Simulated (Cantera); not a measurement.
Input: 1 mol MgO, 0.011 mol Br2, 6.1 mol N2, at 1377 °C and 26.3 Torr.

Method: chemical equilibrium by Gibbs-energy minimisation in Cantera with the NASA 1993 tables (ideal gas, pure condensed phases). Candidate condensed phases: Br2, Mg, MgBr2, MgO; 17 gas species. Rates play no part.

Base state: N2 0.996, Br 0.00353, MgBr2 2.92e-5, NO 1.54e-5 (mole fractions); condensed: MgO(s).

Task: What changes in the equilibrium state with this change: N2 from 6.1 to 0.077 mol?

Result: 
```csv
species,before,after
N2,0.996,0.783
Br,0.00353,0.205
MgBr2,2.92e-5,0.00522
Br2,1.14e-6,0.00386
O2,6.90e-6,0.00248
NO,1.54e-5,0.000258
"MgO(s), mol",1.000,0.999
```

Task: What changes in the equilibrium state with this change: 0.3 mol O2 added?

Result: 
```csv
species,before,after
N2,0.996,0.949
O2,6.90e-6,0.0461
Br,0.00353,0.00342
NO,1.54e-5,0.00123
MgBr2,2.92e-5,3.36e-7
O,3.64e-7,2.97e-5
"MgO(s), mol",1.000,1.000
```

Task: What changes in the equilibrium state with this change: MgO replaced by Si?

Result: 
```csv
species,before,after
N2,0.996,0.997
Br,0.00353,0.00203
SiBr2,0,0.000992
MgBr2,2.92e-5,0
NO,1.54e-5,0
"MgO(s), mol",1.000,0
"Si3N4(s), mol",0,0.332
```
Further candidate phases: Si, Si3N4.
